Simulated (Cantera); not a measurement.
# Thermodynamics of boron, boron nitride and boron oxide, feed BF3 + NH3

Input: 1 mol BF3, 3.7 mol NH3, equilibrated at 0.190 bar.

Equilibrium computed with Cantera from the NASA thermochemical tables; the gas is ideal and each condensed phase is pure. Candidate condensed phases: B, BN; 31 gas species. The tables' values for BF2 are old estimates; treat these amounts as uncertain. Equilibrium is a limit: real reactors are often held back by kinetics, nucleation or transport.

| T (°C) | log p H2 | log p N2 | log p BF3 | log p HF | log p BHF2 | n BN(s) |
|---|---|---|---|---|---|---|
| 902 | -0.91 | -1.38 | -1.67 | -2.44 | -4.43 | 0.0531 |
| 977 | -0.91 | -1.39 | -1.67 | -2.38 | -4.17 | 0.0600 |
| 1052 | -0.91 | -1.39 | -1.68 | -2.33 | -3.93 | 0.0665 |
| 1127 | -0.91 | -1.39 | -1.68 | -2.29 | -3.72 | 0.0724 |
| 1202 | -0.91 | -1.39 | -1.69 | -2.25 | -3.53 | 0.0774 |
| 1277 | -0.91 | -1.39 | -1.69 | -2.22 | -3.37 | 0.0809 |
| 1352 | -0.91 | -1.39 | -1.70 | -2.19 | -3.22 | 0.0820 |
log p: log10 of the partial pressure in bar; n: condensed amount in mol.

From 902 °C to 1352 °C the condensed part is BN(s). The main B-bearing gas is BF3 throughout. The share of B in condensed phases is highest at 1352 °C (8.2 %) and lowest at 902 °C (5.3 %).
